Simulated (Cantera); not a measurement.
**Thermodynamics of oxide etching and cleaning by halides, feed CaO + Cl₂ + N₂ + HCl**

A closed system holds: 1 mol CaO, 3.8 mol Cl₂, 0.5 mol N₂, 2 mol HCl, at 1823 K and 2800 Pa.

These are equilibrium values from Cantera (NASA tables, ideal gas, pure condensed phases), not measurements of a reactor. Candidate condensed phases: Ca, CaCl₂, CaO, Ca(OH)₂, H₂O, NH₄Cl; 36 gas species. Rates play no part.

```yaml
x(Cl): 0.503
x(HCl): 0.219
x(CaCl₂): 0.110
x(Cl₂): 0.0573
x(N₂): 0.0548
x(O₂): 0.0542
x(NO): 0.000601
x(H₂O): 0.000434
x(ClO): 0.000342
gas_amount: 9.082 mol
log10 activity of CaCl₂(l) (absent): -1.30
log10 activity of Ca(l) (absent): -14.06
```
